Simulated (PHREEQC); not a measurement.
**Copper plating or etch bath: an equilibrium model**

Dissolve 0.034 mol CuCl2, 0.26 mol HNO3 and 0.0039 mol NaCl per kg of water at 25 °C. Closed to the air; pH follows from the charge balance.

All values are PHREEQC results (ion-association model, wateq4f.dat), not measurements.

```yaml
pH: 0.69
ionic_strength: 0.362 mol/kgw
activity_of_water: 0.989
total_alkalinity: -260 meq/kg
```

```
species  molality  activity   log γ
-------  --------  --------  ------
H+          0.260     0.202  -0.110
NO3-        0.260     0.167  -0.193
Cl-        0.0702    0.0468  -0.176
Cu+2       0.0323   0.00886  -0.562
Na+       0.00390   0.00280  -0.144
CuCl+     0.00166   0.00112  -0.171
CuCl2     2.58e-5   2.81e-5   0.036
CuCl3-    6.92e-9   4.66e-9  -0.171
```

No solid was allowed to form. Species that the database lacks are ignored.
